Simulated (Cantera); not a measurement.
Input: 1 mol B2H6, 3 mol O2, held at 0.310 bar.

Method: chemical equilibrium by Gibbs-energy minimisation in Cantera with the NASA 1993 tables (ideal gas, pure condensed phases). Candidate condensed phases: B, B2O3, B3O3H3, H2O; 23 gas species. The feed counts by its element totals alone. Gases not in the tables: H3BO3. Equilibrium is a limit: real reactors are often held back by kinetics, nucleation or transport. All values below are at 1598 K.

Base state: H2O 0.904, HBO2 0.0932, (HBO2)3 0.00175, H2 0.000631, B2O3 0.000456, O2 0.000278, OH 0.000134, BO2 1.69e-5 (mole fractions); condensed: B2O3(l).

Q: What changes in the equilibrium state with this change: 0.0029 mol NH3 added?

A: 
```tsv
species	before	after
H2O	0.904	0.903
HBO2	0.0932	0.0931
(HBO2)3	0.00175	0.00175
H2	0.000631	0.00152
N2	0	0.000460
O2	0.000278	4.76e-5
OH	0.000134	8.61e-5
B2O3(l), mol	0.844	0.844
```
Further candidate phases: BN.
